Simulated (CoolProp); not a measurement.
The numbers come from the reference Helmholtz-energy equation of state, Span 1996 in CoolProp.

Question: Give the vapour pressure (bar), liquid density (kg/m³), enthalpy of vaporisation (kJ/kg), vapour Z of saturated carbon dioxide at -28.35 °C.

Answer: 
```tsv
T (°C)	p (bar)	liquid density (kg/m³)	enthalpy of vaporisation (kJ/kg)	vapour Z
-28.35	15.1	1070	300	0.831
```
